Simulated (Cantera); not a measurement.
A jet of H2 : O2 : N2 = 0.013 : 0.15 : 0.79 (molar parts) at 300 K and 2700 Pa hits a platinum plate 3.4 cm away at a mass flux of 0.043 kg/m²/s; the plate temperature is set and raised in steps from an oxygen-covered start.

Detailed kinetics in Cantera: Deutschmann's 1995 Pt surface mechanism with GRI-Mech 3.0 gas chemistry. Catalytic surfaces can have several steady states; this one follows from the mechanism file's or the stated starting coverage.

x: mole fraction at the wall; θ: surface coverage.

| plate T (K) | wall x H2 | wall x O2 | wall x H2O | wall x OH | θ free Pt | θ O* | θ OH* |
|---|---|---|---|---|---|---|---|
| 600 | 0.00414 | 0.147 | 0.0184 | <1e-8 | 0.0463 | 0.952 | 0.00210 |
| 650 | 0.00407 | 0.147 | 0.0184 | <1e-8 | 0.0496 | 0.949 | 0.00142 |
| 700 | 0.00372 | 0.147 | 0.0189 | <1e-8 | 0.0588 | 0.940 | 0.00108 |
| 750 | [?] | 0.146 | 0.0203 | <1e-8 | [?] | 0.916 | 0.000945 |
| 800 | [?] | 0.145 | 0.0217 | <1e-8 | [?] | 0.872 | 0.000878 |
| 850 | 0.00162 | 0.145 | 0.0226 | 1.64e-8 | 0.184 | 0.816 | 0.000807 |

Task: Fill in the missing entries.

Result: 
- 750, wall x H2: 0.00294
- 750, θ free Pt: 0.0835
- 800, wall x H2: 0.00216
- 800, θ free Pt: 0.127
